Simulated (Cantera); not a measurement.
A freely propagating, adiabatic, planar premixed flame of H2 : O2 : N2 : H2O = 1 : 0.217 : 0.761 : 0.19 (molar parts), unburnt at 500 K and 10.0 bar; mixture-averaged transport, grid criteria slope 0.08 and curve 0.16, no radiation.

Model: the H2/O2 subset of GRI-Mech 3.0, which has no nitrogen chemistry, integrated in Cantera. The hydrogen kinetics of GRI-Mech 3.0 are dated; newer H2 mechanisms differ, most at raised pressure. Burning velocities carry a grid error of a few per cent, more on coarse grids.

x: mole fraction of selected species; z is measured from the peak of heat release.

| z (mm) | T (K) | u (m/s) | x H2 | x O2 | x H2O | x O | x H2O2 | x HO2 |
|---|---|---|---|---|---|---|---|---|
| -0.0774 | 500 | 3.55 | 0.461 | 0.100 | 0.0877 | <1e-8 | <1e-8 | 1.65e-8 |
| -0.0516 | 501 | 3.55 | 0.461 | 0.100 | 0.0878 | <1e-8 | 2.83e-8 | 1.79e-7 |
| -0.0387 | 503 | 3.56 | 0.459 | 0.100 | 0.0881 | <1e-8 | 2.16e-7 | 1.35e-6 |
| -0.0258 | 521 | 3.65 | 0.453 | 0.102 | 0.0897 | (withheld) | 4.02e-6 | 2.52e-5 |
| -0.0129 | 697 | 4.69 | 0.421 | 0.101 | 0.106 | (withheld) | 0.000112 | 0.000909 |
| -0.00645 | 1018 | 6.66 | 0.385 | 0.0871 | 0.146 | (withheld) | 0.000225 | 0.00137 |
| 0 | 1370 | 8.84 | 0.344 | 0.0600 | 0.204 | (withheld) | 9.43e-5 | 0.000669 |
| 0.00645 | 1607 | 10.3 | 0.310 | 0.0330 | 0.256 | (withheld) | 1.29e-5 | 0.000307 |
| 0.0129 | 1738 | 11.2 | 0.290 | 0.0159 | 0.288 | (withheld) | 4.75e-6 | 0.000136 |
| 0.0258 | 1848 | 11.8 | 0.277 | 0.00341 | 0.312 | (withheld) | 1.58e-6 | 2.71e-5 |
| 0.0516 | 1916 | 12.2 | 0.277 | 0.000309 | 0.319 | (withheld) | 3.70e-7 | 2.36e-6 |
| 0.103 | 1960 | 12.5 | 0.280 | 1.85e-5 | 0.321 | (withheld) | 1.08e-7 | 1.85e-7 |
| 0.206 | 1987 | 12.6 | 0.282 | 3.24e-6 | 0.322 | (withheld) | 3.55e-8 | 3.79e-8 |

Q: What belongs in the gaps?

A: 
- -0.0258, x O: 8.27e-8
- -0.0129, x O: 6.75e-6
- -0.00645, x O: 9.78e-5
- 0, x O: 0.000390
- 0.00645, x O: 0.000524
- 0.0129, x O: 0.000388
- 0.0258, x O: 0.000146
- 0.0516, x O: 4.80e-5
- 0.103, x O: 1.63e-5
- 0.206, x O: 4.81e-6
